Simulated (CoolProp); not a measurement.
Vapour-liquid equilibrium of n-octane (1) + n-dodecane (2) at 0.0276 MPa; x and y are mole fractions of (1).

The numbers come from the multi-fluid Helmholtz-energy mixture model, Beckmüller 2019 and Lemmon 2004; pair parameters Bell 2016 in CoolProp.

```tsv
x	bubble temperature, mixture model (K)	bubble temperature, Raoult's law (K)	y, mixture model	y, Raoult's law
0.05	429.8	427.8	0.337	0.385
0.125	415.7	412.8	0.621	0.666
0.2	(withheld)	401.8	0.769	0.798
0.275	396.1	393.5	0.851	0.869
0.35	389.0	386.9	0.901	0.911
0.425	383.1	381.4	0.932	0.938
0.5	(withheld)	376.9	0.953	0.956
0.575	(withheld)	372.9	0.967	0.969
0.65	370.2	369.5	0.978	0.978
0.725	366.9	366.5	0.985	0.985
0.8	(withheld)	363.8	0.991	0.991
0.875	361.4	361.3	0.995	0.995
0.95	359.1	359.1	0.998	0.998
```

Task: Fill in the missing entries.

Result: 
- 0.2, bubble temperature, mixture model (K): 404.8
- 0.5, bubble temperature, mixture model (K): 378.2
- 0.575, bubble temperature, mixture model (K): 373.9
- 0.8, bubble temperature, mixture model (K): 364.0

The largest gap from Raoult's law is +3.0 K in bubble temperature, at x = 0.2. No azeotrope shows between x = 0.05 and 0.95.

Pair parameters are fitted to limited data, so mixtures are less certain than the pure fluids.
